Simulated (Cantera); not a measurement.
A perfectly stirred reactor is fed with 15.2 % CH₄, 17.9 % O₂, 67.0 % N₂, equivalence ratio 1.7, at 10.0 bar; it is adiabatic with a 498 K inlet, and is followed from long to short residence time, starting on the burning branch (τ in s: 0.12, 0.054, 0.025, 0.012, 0.0054, 0.0025, 0.0012, 0.00054, 0.00025, 0.00012, 5.4e-05).

Cantera simulation using GRI-Mech 3.0 (53 species, 325 reactions); the numbers are that mechanism's predictions, not measurements.

Q: Predict: blow-out, bracketed by the residence times tried; x(CH₄) at τ = 0.120 s; x(O₂) at τ = 0.120 s; x(CH₂) at τ = 0.120 s; x(H₂O₂) at τ = 0.120 s; x(C₂H₆) at τ = 0.120 s; x(CH₄) at τ = 2.50 ms; x(O₂) at τ = 2.50 ms; x(CH₂) at τ = 2.50 ms; x(H₂O₂) at τ = 2.50 ms; x(C₂H₆) at τ = 2.50 ms.

A: 
- blow-out, bracketed by the residence times tried = burning at 0.540 ms, out at 0.250 ms
- x(CH₄) at τ = 0.120 s = 0.00336
- x(O₂) at τ = 0.120 s = 8.14e-5
- x(CH₂) at τ = 0.120 s = 9.32e-8
- x(H₂O₂) at τ = 0.120 s = 3.82e-9
- x(C₂H₆) at τ = 0.120 s = 1.04e-6
- x(CH₄) at τ = 2.50 ms = 0.0123
- x(O₂) at τ = 2.50 ms = 0.00249
- x(CH₂) at τ = 2.50 ms = 1.70e-6
- x(H₂O₂) at τ = 2.50 ms = 1.37e-7
- x(C₂H₆) at τ = 2.50 ms = 3.51e-5
